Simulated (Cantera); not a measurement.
Catalytic stagnation flow on Pt

A jet of 7.05 % CH4, 15.7 % O2, 77.3 % N2 at 300 K and 44.3 Torr hits a platinum plate 8.4 cm away at a mass flux of 0.064 kg/m²/s; the plate temperature is set and raised in steps from an oxygen-covered start.

Model: Deutschmann's 1995 Pt surface mechanism with GRI-Mech 3.0 gas chemistry, integrated in Cantera. Catalytic surfaces can have several steady states; this one follows from the mechanism file's or the stated starting coverage.

```
plate T (K)  wall x CH4  wall x O2  wall x H2O  wall x OH  wall x CO  wall x CO2  θ free Pt   θ O*     θ OH*
-----------  ----------  ---------  ----------  ---------  ---------  ----------  ---------  -----  --------
950              0.0320     0.0738      0.0720    1.56e-7    1.92e-5      0.0479      0.321  0.677   0.00165
1000             0.0228     0.0545      0.0887    4.22e-7    1.95e-5      0.0592      0.413  0.585   0.00161
1050             0.0168     0.0419      0.0995    9.86e-7    2.02e-5      0.0666      0.503  0.495   0.00146
1100             0.0130     0.0340       0.106    2.09e-6    2.19e-5      0.0712      0.586  0.413   0.00128
1150             0.0106     0.0290       0.110    4.06e-6    2.48e-5      0.0741      0.660  0.339   0.00109
1200            0.00897     0.0259       0.113    7.37e-6    2.92e-5      0.0759      0.725  0.274  0.000914
1250            0.00789     0.0239       0.115    1.26e-5    3.56e-5      0.0769      0.779  0.220  0.000758
1300            0.00715     0.0228       0.116    2.05e-5    4.46e-5      0.0775      0.824  0.175  0.000625
```
x: mole fraction at the wall; θ: surface coverage.
